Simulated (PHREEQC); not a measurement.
**Polishing slurry liquid: an equilibrium model**

Dissolve 0.0011 mol/kgw H2SO4 at 23 °C. Closed to the air; pH follows from the charge balance.

All values are PHREEQC results (ion-association model, wateq4f.dat), not measurements.

This is a speciation only: nothing precipitates in the calculation.

Problem. What pH, ionic strength does the model give?

Solution. pH 2.71; ionic strength 0.00301 mol/kgw.

Problem. In which forms is S present?

Solution. SO4-2 87 %, HSO4- 13 % of the S.
